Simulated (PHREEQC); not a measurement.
Dissolve 3.3 mmol/kgw HNO3 at 73 °C. Closed to the air; pH follows from the charge balance.

All values are PHREEQC results (ion-association model, phreeqc.dat), not measurements.

No solid was allowed to form.

Task: Predict the pH, specific conductance.

Result: pH 2.51; specific conductance 3040 µS/cm.

Away from 25 °C the constants follow the database's enthalpies or fits; those with neither stay at their 25 °C values.
